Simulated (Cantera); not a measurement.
## Nitride etching: BN + O₂ + H₂

Charge: 1 mol BN, a varied amount of O₂, 1.6 mol H₂, at 1175 °C and 0.000350 bar.

These are equilibrium values from Cantera (NASA tables, ideal gas, pure condensed phases), not measurements of a reactor. Candidate condensed phases: B, BN, B₂O₃, B₃O₃H₃, H₂O; 39 gas species. Mutual solubility and eutectic melting of coexisting phases are not modelled. Gases not in the tables: H₃BO₃. The numbers say what is thermodynamically allowed, not how fast it happens.

| n(O₂) (mol) | log p H₂ | log p O₂ | log p H₂O | log p HBO₂ | log p N₂ | log p B₂O₃ | log p HBO | n BN(s) | n B₂O₃(l) |
|---|---|---|---|---|---|---|---|---|---|
| 0.18 | -3.51 | <-15 | -7.15 | -5.40 | -4.62 | -5.14 | -5.17 | 0.751 | 0.0529 |
| 0.24 | -3.52 | <-15 | -7.12 | -5.38 | -4.51 | -5.14 | -5.19 | 0.672 | 0.0920 |
| 0.31 | -3.53 | <-15 | -7.10 | -5.37 | -4.41 | -5.14 | -5.21 | 0.579 | 0.137 |
| 0.4 | -3.55 | <-15 | -7.09 | -5.37 | -4.31 | -5.14 | -5.24 | 0.460 | 0.196 |
| 0.52 | -3.57 | <-15 | -7.07 | -5.36 | -4.22 | -5.14 | -5.26 | 0.301 | 0.273 |
| 0.67 | -3.59 | <-15 | -7.06 | -5.35 | -4.13 | -5.14 | -5.29 | 0.102 | 0.370 |
| 0.87 | -3.69 | -14.59 | -4.95 | -4.30 | -4.12 | -5.14 | -6.44 | 0 | 0.284 |
| 1.1 | -3.90 | -12.93 | -4.34 | -3.99 | -4.16 | -5.14 | -6.97 | 0 | 0.0794 |
| 1.5 | -4.87 | -10.05 | -3.86 | -3.90 | -4.17 | -5.43 | -8.32 | 0 | 0 |
| 1.9 | -7.72 | -4.38 | -3.87 | -3.95 | -4.23 | -5.52 | -11.20 | 0 | 0 |
| 2.5 | -7.98 | -4.03 | -3.96 | -4.03 | -4.31 | -5.60 | -11.46 | 0 | 0 |
| 3.2 | -8.13 | -3.87 | -4.03 | -4.11 | -4.39 | -5.68 | -11.62 | 0 | 0 |
| 4.2 | -8.28 | -3.75 | -4.12 | -4.20 | -4.48 | -5.77 | -11.77 | 0 | 0 |
log p: log10 of the partial pressure in bar; n: condensed amount in mol.

From 0.18 mol O₂ to 0.67 mol O₂ the condensed part is BN(s) + B₂O₃(l). From 0.87 mol O₂ to 1.1 mol O₂ the condensed part is B₂O₃(l). From 1.5 mol O₂ to 4.2 mol O₂ nothing is condensed.
